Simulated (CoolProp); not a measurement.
Fluorine along the isobar 70.1 bar: Z from the reference equation and from simpler models built on Tc = -128.7 °C, pc = 52.40 bar, ω = 0.045; each cubic takes its own stable root.

Model: reference Helmholtz-energy equation of state, de Reuck 1990, in CoolProp.

```csv
T (°C),phase,reference
-134.05,liquid,0.2248
-111.05,supercritical,0.6005
-88.05,supercritical,0.7853
-65.05,supercritical,0.8676
-42.05,supercritical,0.9141
-19.15,supercritical,0.9431
3.85,supercritical,0.9626
26.85,supercritical,0.9762
```

Q: How far does each simpler model (van der Waals, Soave-Redlich-Kwong, Peng-Robinson) lie from the reference over these 8 states: mean and median of the absolute difference, and the worst?

A: 
- van der Waals: mean 7.8 %, median 3.4 %, worst +38.0 % at -134.05 °C and 70.1 bar
- Soave-Redlich-Kwong: mean 1.9 %, median 1.0 %, worst +8.8 % at -134.05 °C and 70.1 bar
- Peng-Robinson: mean 2.3 %, median 2.3 %, worst -4.3 % at -111.05 °C and 70.1 bar
